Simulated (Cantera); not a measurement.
Standard-state values (1 bar) from the NASA 1993 polynomials, evaluated with Cantera. Values are per mole of reaction as written; species without (g) are pure solids or liquids, kept so even where they would boil at 1 bar.

6 H2(g) + P4O10 → 5 O2(g) + 4 PH3(g), with ΔH° = 3031.5 kJ and ΔS° = 853.5 J/K at 300 K.

### Question
How far is the shortcut ΔG° ≈ ΔH°(300 K) − T·ΔS°(300 K) from the full temperature-dependent value at 548, 573, 598, 623, 648, 673 K?

### Answer
```json
[
 {"T (K)": "548", "shortcut (kJ)": "2563.8", "full (kJ)": "2572.9", "difference (kJ)": "-9.0", "difference in log10 K": "0.86"},
 {"T (K)": "573", "shortcut (kJ)": "2542.5", "full (kJ)": "2553.4", "difference (kJ)": "-10.9", "difference in log10 K": "0.99"},
 {"T (K)": "598", "shortcut (kJ)": "2521.1", "full (kJ)": "2534.1", "difference (kJ)": "-12.9", "difference in log10 K": "1.13"},
 {"T (K)": "623", "shortcut (kJ)": "2499.8", "full (kJ)": "2514.9", "difference (kJ)": "-15.1", "difference in log10 K": "1.26"},
 {"T (K)": "648", "shortcut (kJ)": "2478.5", "full (kJ)": "2495.9", "difference (kJ)": "-17.4", "difference in log10 K": "1.40"},
 {"T (K)": "673", "shortcut (kJ)": "2457.1", "full (kJ)": "2477.0", "difference (kJ)": "-19.9", "difference in log10 K": "1.54"}
]
```
The shortcut ignores the heat-capacity change of the reaction.
